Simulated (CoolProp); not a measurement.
Vapour-liquid equilibrium of propane (1) + R152A (2) at 321 K; x and y are mole fractions of (1).

Values from CoolProp's multi-fluid Helmholtz-energy mixture model, Lemmon 2009 and Outcalt 1996; pair parameters Bell 2016.

| x | bubble pressure, mixture model (bar) | bubble pressure, Raoult's law (bar) | y, mixture model | y, Raoult's law |
|---|---|---|---|---|
| 0.05 | 12.43 | 11.41 | 0.123 | 0.072 |
| 0.15 | 14.48 | 11.93 | 0.288 | 0.205 |
| 0.25 | 15.97 | 12.45 | 0.396 | 0.328 |
| 0.35 | 17.03 | 12.97 | 0.476 | 0.441 |
| 0.45 | 17.76 | 13.49 | 0.542 | 0.545 |
| 0.55 | 18.23 | 14.01 | 0.602 | 0.642 |
| 0.65 | 18.45 | 14.53 | 0.663 | 0.731 |
| 0.75 | 18.41 | 15.05 | 0.730 | 0.815 |
| 0.85 | 18.00 | 15.57 | 0.812 | 0.893 |
| 0.95 | 17.08 | 16.09 | 0.924 | 0.965 |

The largest gap from Raoult's law is +31.7 % in bubble pressure, at x = 0.45. y crosses x between x = 0.65 and 0.75: the model has an azeotrope there.

Pair parameters are fitted to limited data, so mixtures are less certain than the pure fluids.
